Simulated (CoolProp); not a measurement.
Vapour-liquid equilibrium of diethyl ether (1) + n-hexane (2) at 354.9 K; x and y are mole fractions of (1).

The numbers come from the multi-fluid Helmholtz-energy mixture model, Thol 2014 and Thol 2019; pair parameters Bell 2016 in CoolProp.

```json
[
 {"x": "0.05", "bubble pressure (bar)": "1.673", "y at the bubble point": "0.141", "dew pressure at overall composition x (bar)": "1.557", "liquid density (mol/L)": "7.029"},
 {"x": "0.15", "bubble pressure (bar)": "1.990", "y at the bubble point": "0.341", "dew pressure at overall composition x (bar)": "1.685", "liquid density (mol/L)": "7.160"},
 {"x": "0.25", "bubble pressure (bar)": "2.279", "y at the bubble point": "0.480", "dew pressure at overall composition x (bar)": "1.834", "liquid density (mol/L)": "7.298"},
 {"x": "0.35", "bubble pressure (bar)": "2.549", "y at the bubble point": "0.587", "dew pressure at overall composition x (bar)": "2.007", "liquid density (mol/L)": "7.443"},
 {"x": "0.45", "bubble pressure (bar)": "2.808", "y at the bubble point": "0.674", "dew pressure at overall composition x (bar)": "2.211", "liquid density (mol/L)": "7.596"},
 {"x": "0.55", "bubble pressure (bar)": "3.062", "y at the bubble point": "0.748", "dew pressure at overall composition x (bar)": "2.451", "liquid density (mol/L)": "7.756"},
 {"x": "0.65", "bubble pressure (bar)": "3.313", "y at the bubble point": "0.813", "dew pressure at overall composition x (bar)": "2.734", "liquid density (mol/L)": "7.924"},
 {"x": "0.75", "bubble pressure (bar)": "3.565", "y at the bubble point": "0.873", "dew pressure at overall composition x (bar)": "3.069", "liquid density (mol/L)": "8.100"},
 {"x": "0.85", "bubble pressure (bar)": "3.820", "y at the bubble point": "0.927", "dew pressure at overall composition x (bar)": "3.466", "liquid density (mol/L)": "8.286"},
 {"x": "0.95", "bubble pressure (bar)": "4.079", "y at the bubble point": "0.977", "dew pressure at overall composition x (bar)": "3.938", "liquid density (mol/L)": "8.480"}
]
```

No azeotrope shows between x = 0.05 and 0.95.

Pair parameters are fitted to limited data, so mixtures are less certain than the pure fluids.
